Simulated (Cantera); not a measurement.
A perfectly stirred reactor is fed with CH₄ : H₂ : O₂ = 0.026 : 1 : 0.0026 (molar parts), equivalence ratio 210, at 128 Torr; it is held at 2473 K, and followed from long to short residence time.

Model: GRI-Mech 3.0 (53 species, 325 reactions), integrated in Cantera. GRI-Mech 3.0 stops at C3 and has no aromatics, soot or wall deposition, so with more carbon than oxygen in the feed, carbon stays in small species such as C2H2 where larger ones or solid carbon would form.

Task: What does this change do: pressure from 128 Torr to 16.5 Torr?

Result: 
```csv
quantity,before,after
x(CH₄) at τ = 0.440 s,7.46e-5,5.29e-5
x(H₂) at τ = 0.440 s,0.934,0.889
x(O₂) at τ = 0.440 s,2.89e-8,1.16e-7
x(CO) at τ = 0.440 s,0.00476,0.00461
x(CH₂O) at τ = 0.440 s,4.00e-10,5.36e-10
x(CH₄) at τ = 8.80 ms,0.000841,0.00308
x(H₂) at τ = 8.80 ms,0.946,0.951
x(O₂) at τ = 8.80 ms,1.99e-6,1.88e-5
x(CO) at τ = 8.80 ms,0.00330,0.00113
x(CH₂O) at τ = 8.80 ms,2.78e-8,1.72e-7
```
Radical loss at walls, strong at low pressure, is not modelled.
